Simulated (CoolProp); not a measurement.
Saturation properties of sulfur dioxide (Tc = 430.6 K, pc = 7.887 MPa, ω = 0.256).

Computed with CoolProp (reference Helmholtz-energy equation of state, Gao 2016).

| T (K) | p (MPa) | vapour density (kg/m³) |
|---|---|---|
| 230.1 | 0.01797 | 0.6067 |
| 240 | 0.03201 | 1.041 |
| 249.9 | 0.05405 | 1.697 |
| 259.8 | 0.08709 | 2.649 |
| 269.7 | 0.1347 | 3.983 |
| 279.6 | 0.2011 | 5.797 |
| 289.5 | 0.2907 | 8.202 |
| 299.4 | 0.4088 | 11.32 |
| 309.3 | 0.5608 | 15.31 |
| 319.2 | 0.7525 | 20.33 |
| 329.1 | 0.9901 | 26.58 |
| 339 | 1.280 | 34.30 |

It boils at 263.1 K under 1 atm.
